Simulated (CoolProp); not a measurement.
Properties of n-nonane along the isobar 2960 kPa (Tc = 321.4 °C, pc = 2282 kPa, ω = 0.443).

Computed with CoolProp (reference Helmholtz-energy equation of state, Lemmon 2006). It is a short technical equation, of lower accuracy than the large ones.

```csv
T (°C),phase,density (kg/m³),viscosity (µPa s)
14.45,liquid,724.6,778
27.15,liquid,714.8,656
39.85,liquid,705.0,564
52.55,liquid,695.1,491
65.25,liquid,685.1,433
77.95,liquid,675.1,385
90.65,liquid,665.0,345
103.35,liquid,654.7,311
116.05,liquid,644.3,281
128.75,liquid,633.7,255
141.45,liquid,622.8,232
154.15,liquid,611.8,212
166.85,liquid,600.4,194
179.55,liquid,588.7,177
192.25,liquid,576.5,162
204.95,liquid,563.9,148
```

Viscosity comes from a separate model (Huber 2004).
